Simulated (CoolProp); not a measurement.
Vapour-liquid equilibrium of diethyl ether (1) + n-hexane (2) at 363.1 K; x and y are mole fractions of (1).

Computed with CoolProp (multi-fluid Helmholtz-energy mixture model, Thol 2014 and Thol 2019; pair parameters Bell 2016).

```
x     bubble pressure (MPa)  y at the bubble point  dew pressure at overall composition x (MPa)  liquid density (mol/L)
----  ---------------------  ---------------------  -------------------------------------------  ----------------------
0.05                 0.2094                  0.135                                       0.1959                   6.927
0.15                 0.2474                  0.331                                       0.2119                   7.054
0.25                 0.2821                  0.469                                       0.2303                   7.187
0.35                 0.3148                  0.577                                       0.2518                   7.327
0.45                 0.3461                  0.665                                       0.2768                   7.474
0.55                 0.3768                  0.741                                       0.3061                   7.628
0.65                 0.4073                  0.808                                       0.3405                   7.790
0.75                 0.4380                  0.868                                       0.3809                   7.960
0.85                 0.4689                  0.924                                       0.4284                   8.139
0.95                 0.5004                  0.976                                       0.4844                   8.325
```

No azeotrope shows between x = 0.05 and 0.95.

The pair parameters rest on a limited set of measurements; away from them the model extrapolates.
